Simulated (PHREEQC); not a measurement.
A column of 0.1 m (40 cells, dispersivity 0.008 m, 300 s a shift, diffusion coefficient 3e-10 m²/s) holds 0.091 eq of the database's cation exchanger X per kg of pore water, first in equilibrium with 0.0075 mol KCl, 0.00042 mol ZnCl2 and 1e-05 mol HCl per kg of water. It is flushed with 0.018 mol/kgw ZnCl2, 0.00068 mol/kgw ZnSO4 and 1e-05 mol/kgw HCl, at 25 °C. Values are for the last cell. CO2 from the air is kept out. Nothing may precipitate in this run.

Model: ion-association model, phreeqc.dat, run in PHREEQC.

```csv
pore volumes,S in solution (mol/kgw),K in solution (mol/kgw),Zn in solution (mol/kgw),Cl in solution (mol/kgw),KX on the exchanger (mol/kgw),ZnX2 on the exchanger (mol/kgw)
0,0,0.00750,0.000420,0.00835,0.0467,0.0221
0.2375,3.22e-8,0.00750,0.000420,0.00835,0.0467,0.0221
0.6875,0.000146,0.0123,0.00115,0.0143,0.0467,0.0222
0.9125,0.000327,0.0175,0.00239,0.0216,0.0466,0.0222
1.137,0.000476,0.0214,0.00364,0.0277,0.0464,0.0223
1.363,0.000571,0.0235,0.00464,0.0316,0.0456,0.0227
1.812,0.000653,0.0226,0.00679,0.0349,0.0390,0.0260
2.038,0.000667,0.0203,0.00826,0.0355,0.0333,0.0288
2.263,0.000674,0.0173,0.00989,0.0358,0.0273,0.0318
2.712,0.000679,0.0114,0.0130,0.0360,0.0169,0.0370
2.938,0.000679,0.00893,0.0142,0.0360,0.0130,0.0390
3.163,0.000680,0.00689,0.0152,0.0360,0.00986,0.0406
3.612,0.000680,0.00398,0.0167,0.0360,0.00558,0.0427
3.837,0.000680,0.00299,0.0172,0.0360,0.00417,0.0434
4.062,0.000680,0.00224,0.0176,0.0360,0.00311,0.0439
4.287,0.000680,0.00167,0.0178,0.0360,0.00231,0.0443
4.737,0.000680,0.000923,0.0182,0.0360,0.00127,0.0449
4.963,0.000680,0.000684,0.0183,0.0360,0.000939,0.0450
5.188,0.000680,0.000506,0.0184,0.0360,0.000695,0.0452
5.638,0.000680,0.000277,0.0185,0.0360,0.000379,0.0453
5.862,0.000680,0.000204,0.0186,0.0360,0.000280,0.0454
6.088,0.000680,0.000151,0.0186,0.0360,0.000206,0.0454
6.312,0.000680,0.000111,0.0186,0.0360,0.000152,0.0454
6.763,0.000680,6.04e-5,0.0186,0.0360,8.26e-5,0.0455
6.987,0.000680,4.45e-5,0.0187,0.0360,6.08e-5,0.0455
```
